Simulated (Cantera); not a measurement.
Charge: 1 mol Al, 4.8 mol Cl₂, 0.54 mol BCl₃, at 873.15 K and 13000 Pa.

These are equilibrium values from Cantera (NASA tables, ideal gas, pure condensed phases), not measurements of a reactor. Candidate condensed phases: Al, AlCl₃, B; 13 gas species. Rates play no part.

Base state: Cl₂ 0.684, AlCl₃ 0.200, BCl₃ 0.112, Al₂Cl₆ 0.00392, Cl 0.000102 (mole fractions); condensed: gas only.

Q: What changes in the equilibrium state with this change: pressure from 13000 Pa to 6200 Pa?

A: 
```
species    before     after
-------  --------  --------
Cl₂         0.684     0.683
AlCl₃       0.200     0.203
BCl₃        0.112     0.112
Al₂Cl₆    0.00392   0.00194
Cl       0.000102  0.000147
```

Q: What changes in the equilibrium state with this change: temperature from 873.15 K to 1425 K?

A: 
| species | before | after |
|---|---|---|
| Cl₂ | 0.684 | 0.619 |
| AlCl₃ | 0.200 | 0.199 |
| BCl₃ | 0.112 | 0.107 |
| Cl | 0.000102 | 0.0750 |
| Al₂Cl₆ | 0.00392 | 9.22e-6 |

Q: What changes in the equilibrium state with this change: pressure from 13000 Pa to 230 Pa?

A: 
```csv
species,before,after
Cl₂,0.684,0.681
AlCl₃,0.200,0.206
BCl₃,0.112,0.112
Al₂Cl₆,0.00392,7.42e-5
Cl,0.000102,0.000765
```
